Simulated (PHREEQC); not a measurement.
Consider water at 25 °C with 0.63 mol HF, 0.12 mol NaF, 0.0016 mol H4SiO4 and 0.05 mol HCl per kg of water. It is in equilibrium with CO2 at log p = -1 (atm). Otherwise closed; pH follows from the charge balance.

Model: ion-association model, wateq4f.dat, run in PHREEQC.

```json
[
 {"quantity": "pH", "before": "2.17", "after": "2.43"},
 {"quantity": "ionic strength (mol/kgw)", "before": "0.128", "after": "0.124"},
 {"quantity": "HF (mol/kgw)", "before": "0.261", "after": "0.243"},
 {"quantity": "H2F2 (mol/kgw)", "before": "0.183", "after": "0.159"},
 {"quantity": "HF2- (mol/kgw)", "before": "0.0374", "after": "0.0583"},
 {"quantity": "F- (mol/kgw)", "before": "0.0362", "after": "0.0607"},
 {"quantity": "SI of Nahcolite (NaHCO3)", "before": "-7.14", "after": "-6.89"},
 {"quantity": "SI of Quartz (SiO2)", "before": "-11.34", "after": "-11.66"}
]
```

### Question
Name the change that produced these shifts.
A) temperature from 25 to 60 °C
B) 0.05 mol/kgw H2S added
C) HCl left out
D) temperature from 25 to 45 °C
E) H4SiO4 replaced by Na2SiO3 at the same molality

### Answer
C, HCl left out

Precipitation was switched off in this run. wateq4f.dat counts part of the HF as a dimer, H2F2, which phreeqc.dat doesn't know; its constant is uncertain. SiF6-2 is the database's only silicon fluoride.
